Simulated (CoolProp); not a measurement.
Vapour-liquid equilibrium of o-xylene (1) + n-decane (2) at 504.6 K; x and y are mole fractions of (1).

Values from CoolProp's multi-fluid Helmholtz-energy mixture model, Zhou 2012 and Lemmon 2006; pair parameters Bell 2016.

Task: Give the bubble pressure and the first vapour's composition at x = 0.05, 0.5, 0.95. Is there an azeotrope?

Result: x = 0.05: 0.3715 MPa, y = 0.078; x = 0.5: 0.4974 MPa, y = 0.619; x = 0.95: 0.6330 MPa, y = 0.969. No azeotrope shows between x = 0.05 and 0.95.

Pair parameters are fitted to limited data, so mixtures are less certain than the pure fluids.
